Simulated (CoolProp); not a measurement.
A Linde-Hampson liquefier for ethylene: isothermal reversible compression at 300 K from 1 atm to 15 MPa, throttling to 1 atm, return gas leaving the recuperator 0 K below the feed. Each further row changes one setting.

Values from CoolProp's reference Helmholtz-energy equation of state, Smukala 2000.

```
case                        liquid yield per pass  compression work (kJ/kg of gas)
--------------------------  ---------------------  -------------------------------
as stated                              (withheld)                              360
high pressure 30 MPa                        0.481                       (withheld)
warm-end temperature 330 K             (withheld)                       (withheld)
warm-end gap 5 K                       (withheld)                              360
```

### Question
What belongs in the gaps?

### Answer

- as stated, liquid yield per pass: 0.466
- high pressure 30 MPa, compression work (kJ/kg of gas): 397
- warm-end temperature 330 K, liquid yield per pass: 0.359
- warm-end temperature 330 K, compression work (kJ/kg of gas): 425
- warm-end gap 5 K, liquid yield per pass: 0.460
